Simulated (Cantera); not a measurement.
Input (Python, Cantera):

```python
import numpy as np
import cantera as ct

gas = ct.Solution("gri30.yaml")
gas.TPX = 398, 79000, {'CO': 1.3, 'H2': 0.031, 'O2': 0.303, 'N2': 2.43, 'H2O': 0.24}
inlet = ct.Reservoir(gas, clone=True)
gas.equilibrate("HP")  # start burning
reactor = ct.IdealGasConstPressureReactor(gas, energy="on", clone=False)
exhaust = ct.Reservoir(gas, clone=True)
tau = [0.26, 0.11, 0.049, 0.021, 0.0092, 0.004, 0.0017, 0.00075, 0.00032, 0.00014, 6.1e-05, 2.6e-05, 1.1e-05][0]
for a, b in ((inlet, reactor), (reactor, exhaust)):
    ct.MassFlowController(a, b, mdot=lambda t: reactor.mass / tau)
net = ct.ReactorNet([reactor])
show = ['CO', 'H2', 'O2', 'N2O', 'H']

rows = []
print(f"{'tau/s':>10s}{'T/K':>9s}" + "".join(f"{s:>11s}" for s in show))
for tau in [0.26, 0.11, 0.049, 0.021, 0.0092, 0.004, 0.0017, 0.00075, 0.00032, 0.00014, 6.1e-05, 2.6e-05, 1.1e-05]:
    net.initial_time = 0.0
    net.advance(30 * tau)
    before = gas.X
    net.advance(40 * tau)
    drift = np.max(np.abs(gas.X - before) / (gas.X + 1e-9))
    rows.append([gas.T, *gas[show].X, drift])
    print(f"{tau:10.3e}{gas.T:9.1f}" + "".join(f"{x:11.3e}" for x in gas[show].X))
```

Result:

```
     tau/s      T/K         CO         H2         O2        N2O          H
 2.600e-01   1585.2  1.635e-01  1.702e-02  5.512e-05  1.282e-09  1.369e-03
 1.100e-01   1579.8  1.634e-01  1.691e-02  9.720e-05  1.963e-09  2.102e-03
 4.900e-02   1571.9  1.631e-01  1.675e-02  1.716e-04  2.916e-09  3.141e-03
 2.100e-02   1558.7  1.628e-01  1.650e-02  3.223e-04  4.373e-09  4.766e-03
 9.200e-03   1538.3  1.625e-01  1.615e-02  6.097e-04  6.387e-09  7.095e-03
 4.000e-03   1506.1  1.625e-01  1.558e-02  1.171e-03  9.164e-09  1.041e-02
 1.700e-03   1455.1  1.635e-01  1.453e-02  2.312e-03  1.312e-08  1.482e-02
 7.500e-04   1381.0  1.688e-01  1.238e-02  4.811e-03  1.970e-08  1.866e-02
 3.200e-04    398.0  3.020e-01  7.203e-03  7.040e-02 -1.411e-21 -3.303e-28
 1.400e-04    398.0  3.020e-01  7.203e-03  7.040e-02  2.570e-23  5.144e-29
 6.100e-05    398.0  3.020e-01  7.203e-03  7.040e-02  1.631e-25  2.299e-29
 2.600e-05    398.0  3.020e-01  7.203e-03  7.040e-02  1.030e-26  1.096e-29
 1.100e-05    398.0  3.020e-01  7.203e-03  7.040e-02  6.507e-28  4.585e-30
```

Model: GRI-Mech 3.0 (53 species, 325 reactions), integrated in Cantera.
